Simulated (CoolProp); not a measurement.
Saturation properties of R1336mzz(E).

Computed with CoolProp (reference Helmholtz-energy equation of state, Akasaka 2023).

| T (°C) | p (kPa) | liquid density (kg/m³) | enthalpy of vaporisation (kJ/kg) | vapour Z |
|---|---|---|---|---|
| 30.85 | 236.5 | 1307 | 141.2 | 0.9099 |
| 38.45 | 303.0 | 1283 | 136.8 | 0.8925 |
| 46.05 | 382.9 | 1257 | 132.2 | 0.8730 |
| 53.75 | 479.3 | 1229 | 127.2 | 0.8509 |
| 61.35 | 591.5 | 1200 | 122.0 | 0.8268 |
| 69.05 | 724.3 | 1169 | 116.4 | 0.7997 |
| 76.65 | 876.3 | 1135 | 110.4 | 0.7700 |
| 84.35 | 1054 | 1098 | 103.7 | 0.7367 |
| 91.95 | 1254 | 1057 | 96.48 | 0.7001 |
| 99.55 | 1483 | 1011 | 88.37 | 0.6590 |
| 107.25 | 1746 | 957.7 | 78.89 | 0.6112 |
| 114.85 | 2040 | 894.0 | 67.63 | 0.5550 |
| 122.55 | 2379 | 808.2 | 52.36 | 0.4805 |

It boils at 7.9 °C under 1 atm.
